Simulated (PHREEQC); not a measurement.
Model water analysis in mg/L, 22 °C, pH 6.13, pe -2:

```csv
constituent,mg/L
Na,0.353
K,0.0286
Ca,0.466
Mg,0.0313
Cl,0.124
S(6) as SO4,0.746
Alkalinity as HCO3,1.35
Zn,0.00715
Si as SiO2,0.0101
```

Valence states are taken as typed.

All values are PHREEQC results (ion-association model, wateq4f.dat), not measurements.

This is a speciation only: nothing precipitates in the calculation.

### Question
What charge-balance error does the model give?

### Answer
charge-balance error 1.2 %.

### Question
In which forms is C present?

### Answer
CO2 63 %, HCO3- 37 % of the C.
